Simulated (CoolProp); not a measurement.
Vapour-liquid equilibrium of n-pentane (1) + acetone (2) at 58.45 °C; x and y are mole fractions of (1).

The numbers come from the multi-fluid Helmholtz-energy mixture model, Thol 2019 and Lemmon 2006; pair parameters Bell 2016 in CoolProp.

**Question.** Give the bubble pressure and the first vapour's composition at x = 0.275, 0.5, 0.575. Is there an azeotrope?

**Answer.** x = 0.275: 0.2066 MPa, y = 0.557; x = 0.5: 0.2260 MPa, y = 0.645; x = 0.575: 0.2289 MPa, y = 0.667. y crosses x between x = 0.65 and 0.725: the model has an azeotrope there.

The pair parameters rest on a limited set of measurements; away from them the model extrapolates. With so large a gap from Raoult's law the liquid may split in two, which this calculation doesn't test in full.
